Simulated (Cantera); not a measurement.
Ammonia decomposition in nitride growth gas

An isothermal, constant-pressure homogeneous reactor starts with NH3 : H2 = 1 : 67 (molar parts), at 1600 K and 13000 Pa.

Model: the gas-phase N/H chemistry of the illustrative SiF4/NH3 mechanism in the Surface Chemkin manual (1991), integrated in Cantera. Walls and surfaces, which speed up NH3 decomposition in real reactors, are not modelled.

```csv
t (s),x NH3,x H2,x N,x NH,x NH2,x N2H4,x N2
0.000200,0.0147,0.985,<1e-12,<1e-12,1.65e-9,<1e-12,<1e-12
0.00103,0.0147,0.985,<1e-12,<1e-12,7.83e-9,<1e-12,<1e-12
0.00532,0.0147,0.985,<1e-12,3.34e-12,3.97e-8,<1e-12,1.32e-12
0.0274,0.0147,0.985,<1e-12,8.87e-11,2.04e-7,<1e-12,1.99e-10
0.141,0.0147,0.985,3.39e-11,2.29e-9,1.04e-6,3.94e-12,3.04e-8
0.729,0.0147,0.985,1.89e-9,3.34e-8,3.97e-6,5.68e-11,4.21e-6
3.76,0.0145,0.985,3.38e-9,4.91e-8,4.78e-6,8.25e-11,7.50e-5
19.4,0.0138,0.986,3.26e-9,4.71e-8,4.57e-6,7.51e-11,0.000437
100,0.0109,0.987,2.73e-9,3.87e-8,3.67e-6,4.86e-11,0.00188
```
x: mole fraction; the columns are a selection and need not sum to one.

Equilibrium at this temperature and pressure: NH3 5.05e-7, H2 0.993, N <1e-12, NH 2.07e-12, NH2 1.83e-10, N2H4 <1e-12, N2 0.00725 (gas phase only).
